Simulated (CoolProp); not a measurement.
Vapour-liquid equilibrium of R134a (1) + n-butane (2) at 293.1 K; x and y are mole fractions of (1).

Computed with CoolProp (multi-fluid Helmholtz-energy mixture model, Tillner-Roth 1994 and Bücker 2006; pair parameters Bell 2016).

```tsv
x	bubble pressure (MPa)	y at the bubble point	dew pressure at overall composition x (MPa)	liquid density (mol/L)
0.05	0.3173	0.355	0.2181	9.990
0.125	0.4287	0.536	0.2366	10.04
0.2	0.4962	0.612	0.2582	10.10
0.275	0.5366	0.651	0.2840	10.17
0.35	0.5614	0.676	0.3152	10.26
0.425	0.5776	0.693	0.3535	10.36
0.5	0.5892	0.708	0.4013	10.47
0.575	0.5985	0.724	0.4617	10.62
0.65	0.6061	0.742	0.5352	10.78
0.725	0.6119	0.765	0.5991	10.98
0.8	0.6142	0.798	0.6142	11.22
0.875	0.6099	0.847	0.6048	11.48
0.95	0.5933	0.923	0.5858	11.79
```

y crosses x between x = 0.725 and 0.8: the model has an azeotrope there.

The pair parameters rest on a limited set of measurements; away from them the model extrapolates. With so large a gap from Raoult's law the liquid may split in two, which this calculation doesn't test in full.
